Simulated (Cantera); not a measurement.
An isothermal plug-flow reactor at 600 K and 1350 Torr (inlet), inlet velocity 0.11 m/s, active area per volume 580 1/m; feed 2.09 % H2, 11.0 % O2, 86.9 % N2.

Detailed kinetics in Cantera: Deutschmann's 1995 Pt surface mechanism with GRI-Mech 3.0 gas chemistry. Catalytic surfaces can have several steady states; this one follows from the mechanism file's or the stated starting coverage. Mass transfer to the wall is taken as infinitely fast.

Problem. Predict: x(H2) at z = 0.012 m; x(O2) at z = 0.012 m; x(H2O) at z = 0.012 m; θ(O*) at the exit; θ(OH*) at the exit.

Solution. 
| Quantity | Value |
|---|---|
| x(H2) at z = 0.012 m | 2.33e-5 |
| x(O2) at z = 0.012 m | 0.101 |
| x(H2O) at z = 0.012 m | 0.0211 |
| θ(O*) at the exit | 0.997 |
| θ(OH*) at the exit | 0.00241 |
